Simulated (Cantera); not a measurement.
Input (Python, Cantera):

```python
import numpy as np
import cantera as ct

gas = ct.Solution("SiF4_NH3_mec.yaml", "gas")
gas.TPX = 1800, 1700, {'NH3': 1, 'N2': 0.13}
reactor = ct.IdealGasConstPressureReactor(gas, energy="off", clone=False)
net = ct.ReactorNet([reactor])
net.rtol, net.atol = 1e-08, 1e-18
show = ['NH3', 'H', 'NH', 'NH2', 'N2H4', 'N2', 'N']
times = np.geomspace(1e-06, 3, 10)

steps = ct.SolutionArray(gas, extra=["t"])
rows = []
print(f"{'t/s':>10s}{'T/K':>9s}{'P/Pa':>11s}" + "".join(f"{s:>11s}" for s in show))
for t in times:
    while net.time < t:
        t_next = net.step()
        steps.append(gas.state, t=t_next)
    rows.append([np.interp(t, steps.t, y) for y in (steps.T, steps.P, *steps(*show).X.T)])
    print(f"{t:10.3e}{rows[-1][0]:9.1f}{rows[-1][1]:11.4g}" + "".join(f"{x:11.3e}" for x in rows[-1][2:]))
rate = np.gradient(steps.T, steps.t)
print("integrator steps:", len(steps.t))
if steps.T.max() > steps.T[0] + 200:
    print(f"time of steepest temperature rise: {steps.t[rate.argmax()]:.4e} s")
gas.TPX = 1800, 1700, {'NH3': 1, 'N2': 0.13}
gas.equilibrate("TP")
print(f"equilibrium (TP): T = {gas.T:.1f} K  " + "  ".join(f"{s} {gas[s].X[0]:.3e}" for s in show))
```

Result:

```
       t/s      T/K       P/Pa        NH3          H         NH        NH2       N2H4         N2          N
 1.000e-06   1800.0       1700  8.850e-01  1.260e-08  2.060e-16  1.554e-08  1.645e-19  1.150e-01  6.326e-24
 5.244e-06   1800.0       1700  8.850e-01  4.337e-08  2.498e-14  1.042e-07  3.450e-17  1.150e-01  1.454e-20
 2.750e-05   1800.0       1700  8.850e-01  6.258e-08  1.707e-12  7.113e-07  7.122e-15  1.150e-01  9.737e-18
 1.442e-04   1800.0       1700  8.849e-01  6.272e-08  7.180e-11  3.995e-06  5.670e-13  1.150e-01  2.251e-15
 7.563e-04   1800.0       1700  8.849e-01  6.293e-08  3.838e-09  2.120e-05  2.052e-11  1.150e-01  5.880e-13
 3.966e-03   1800.0       1700  8.848e-01  7.252e-08  1.583e-07  1.109e-04  5.887e-10  1.150e-01  8.837e-11
 2.080e-02   1800.0       1700  8.836e-01  4.129e-07  2.024e-06  5.079e-04  1.245e-08  1.151e-01  2.209e-09
 1.091e-01   1800.0       1700  8.706e-01  3.574e-06  3.589e-06  6.690e-04  2.160e-08  1.177e-01  2.393e-08
 5.721e-01   1800.0       1700  8.036e-01  1.815e-05  4.803e-06  5.933e-04  1.699e-08  1.314e-01  1.185e-07
 3.000e+00   1800.0       1700  5.509e-01  7.845e-05  5.293e-06  4.336e-04  9.075e-09  1.831e-01  2.629e-07
integrator steps: 799
equilibrium (TP): T = 1800.0 K  NH3 1.574e-07  H 2.316e-03  NH 2.195e-10  NH2 1.389e-09  N2H4 9.337e-20  N2 2.954e-01  N 1.519e-10
```

Cantera simulation using the gas-phase N/H chemistry of the illustrative SiF4/NH3 mechanism in the Surface Chemkin manual (1991); the numbers are that mechanism's predictions, not measurements. Walls and surfaces, which speed up NH3 decomposition in real reactors, are not modelled.
